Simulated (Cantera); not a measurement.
Charge: 1 mol SiC, 3.1 mol N2O, 130 mol H2, at 2150 K and 250000 Pa.

Equilibrium computed with Cantera from the NASA thermochemical tables; the gas is ideal and each condensed phase is pure. Equilibrium is a limit: real reactors are often held back by kinetics, nucleation or transport.

| species | before | after |
|---|---|---|
| H2 | 0.952 | 0.930 |
| N2 | 0.0229 | 0.0336 |
| H2O | 0.00812 | 0.0190 |
| SiO | 0.00739 | 0.00731 |
| CO2 | 1.23e-5 | 2.90e-5 |
| CO | 0.00738 | 0.00728 |
| H | 0.00260 | 0.00257 |
Gas species are given as mole fractions.

Q: What was changed between the two runs?
A. N2O from 3.1 to 4.6 mol
B. N2O from 3.1 to 0.03 mol
C. N2O from 3.1 to 0.44 mol
D. temperature from 2150 K to 1525 K

A: A, N2O from 3.1 to 4.6 mol
